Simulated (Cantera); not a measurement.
Input: 1 mol borazine, 83 mol H2, 73 mol N2, held at 798.15 K and 22.0 mbar.

Cantera equilibrium calculation (NASA polynomials, part measured and part estimated; ideal gas, pure solids and liquids). Candidate condensed phases: B, BN; 15 gas species. The feed counts by its element totals alone. Rates play no part.

Base state: H2 0.541, N2 0.459, NH3 1.81e-5 (mole fractions); condensed: BN(s).

### Question
What changes in the equilibrium state with this change: borazine replaced by B2O3?

### Answer
```tsv
species	before	after
H2	0.541	0.531
N2	0.459	0.468
H2O	0	0.00117
NH3	1.81e-5	1.77e-5
BN(s), mol	3.00	0.122
B2O3(l), mol	0	0.939
```
N2 is the only nitrogen source here; it is nearly inert below about 1500 K, so the nitride shown seldom forms there in practice. Further candidate phases: B2O3, B3O3H3, H2O.
